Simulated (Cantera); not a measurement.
Charge: 1 mol CaCl2, 8.5 mol H2O, 8.5 mol N2, held at 2098 K.

Equilibrium computed with Cantera from the NASA thermochemical tables; the gas is ideal and each condensed phase is pure. Candidate condensed phases: Ca, CaCl2, CaO, Ca(OH)2, H2O, NH4Cl; 36 gas species. Condensed phases not in the tables: oxide chlorides. Kinetics and transport are ignored.

x: gas mole fraction; n: condensed amount in mol.

| P (Pa) | x N2 | x H2O | x H | x O | x H2 | x HCl | x Cl | x O2 | x OH | x Ca | x CaCl2 | n CaO(s) |
|---|---|---|---|---|---|---|---|---|---|---|---|---|
| 0.100 | 0.244 | 0.00451 | 0.426 | 0.188 | 0.0192 | 0.00327 | 0.0535 | 0.0189 | 0.0119 | 0.0280 | 4.82e-5 | 0 |
| 1.60 | 0.331 | 0.117 | 0.216 | 0.0743 | 0.0787 | 0.0204 | 0.0413 | 0.0470 | 0.0380 | 0.0211 | 0.00552 | 0.145 |
| 25 | 0.426 | ? | ? | ? | ? | ? | ? | ? | ? | ? | ? | 0.718 |
| 400 | 0.457 | ? | ? | ? | ? | ? | ? | ? | ? | ? | ? | 0.695 |
| 6300 | 0.466 | 0.414 | 0.00148 | 0.000362 | 0.0146 | 0.0691 | 0.00517 | 0.00439 | 0.00500 | 2.79e-7 | 0.0178 | 0.674 |
| 100000 | 0.470 | 0.427 | 0.000240 | 5.65e-5 | 0.00606 | 0.0716 | 0.00208 | 0.00170 | 0.00200 | 7.11e-9 | 0.0185 | 0.664 |

**Question.** What belongs in the gaps?

**Answer.** 
- 400, x H2O: 0.382
- 400, x H: 0.00892
- 400, x O: 0.00228
- 400, x H2: 0.0336
- 400, x HCl: 0.0630
- 400, x Cl: 0.0123
- 400, x O2: 0.0110
- 400, x OH: 0.0120
- 400, x Ca: 1.10e-5
- 400, x CaCl2: 0.0160
- 25, x H2O: 0.297
- 25, x H: 0.0508
- 25, x O: 0.0140
- 25, x H2: 0.0682
- 25, x HCl: 0.0484
- 25, x Cl: 0.0266
- 25, x O2: 0.0259
- 25, x OH: 0.0262
- 25, x Ca: 0.000460
- 25, x CaCl2: 0.0122
